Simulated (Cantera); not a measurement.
# Adiabatic ignition

An adiabatic, constant-pressure homogeneous reactor starts with CH4 : O2 : N2 = 1 : 2.6 : 9.77 (molar parts), equivalence ratio 0.77, at 1650 K and 1.10 bar.

Detailed kinetics in Cantera: GRI-Mech 3.0 (53 species, 325 reactions).

```
t (s)     T (K)   x CH4    x O2     x H2O     x CO2     x OH
--------  -----  ------  ------  --------  --------  -------
4.00e-6    1650  0.0748   0.194   1.12e-6  4.41e-11  1.21e-7
1.02e-5    1650  0.0748   0.194   4.25e-6  5.17e-10  1.89e-7
2.62e-5    1650  0.0747   0.194   1.96e-5   8.25e-9  4.15e-7
6.69e-5    1650  0.0745   0.194  0.000133   2.25e-7  1.39e-6
0.000171   1657  0.0718   0.193   0.00197   1.64e-5  1.26e-5
0.000437   2657  <1e-12  0.0520     0.119    0.0461   0.0222
0.00112    2721  <1e-12  0.0491     0.124    0.0494   0.0207
0.00286    2715  <1e-12  0.0465     0.124    0.0495   0.0201
0.00732    2711  <1e-12  0.0450     0.124    0.0496   0.0197
0.0187     2711  <1e-12  0.0449     0.124    0.0496   0.0197
0.0478     2711  <1e-12  0.0449     0.124    0.0496   0.0197
0.122      2711  <1e-12  0.0449     0.124    0.0496   0.0197
0.313      2711  <1e-12  0.0449     0.124    0.0496   0.0197
0.800      2711  <1e-12  0.0449     0.124    0.0496   0.0197
```
x: mole fraction; the columns are a selection and need not sum to one.

* **time of steepest temperature rise**: 0.276 ms
* **temperature at 0.800 s**: 2711 K
* **equilibrium temperature**: 2711 K
* **x(CH4) at 0.800 s**: <1e-12 (gas-phase equilibrium <1e-12)
* **x(O2) at 0.800 s**: 0.0449 (gas-phase equilibrium 0.0449)
* **x(H2O) at 0.800 s**: 0.124 (gas-phase equilibrium 0.124)
